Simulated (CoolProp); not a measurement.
Model: reference Helmholtz-energy equation of state, Lemmon 2006, in CoolProp. It is a short technical equation, of lower accuracy than the large ones.

### Question
For acetone, give the phase and the cv (kJ/(kg K)), Joule-Thomson coefficient (K/MPa) at 498.3 K and 38.6 bar; 362.3 K and 0.861 bar; 326.5 K and 0.128 bar.

### Answer
- 498.3 K and 38.6 bar: gas; cv 2.20, Joule-Thomson coefficient 18.8
- 362.3 K and 0.861 bar: gas; cv 1.38, Joule-Thomson coefficient 48.7
- 326.5 K and 0.128 bar: gas; cv 1.24, Joule-Thomson coefficient 84.1
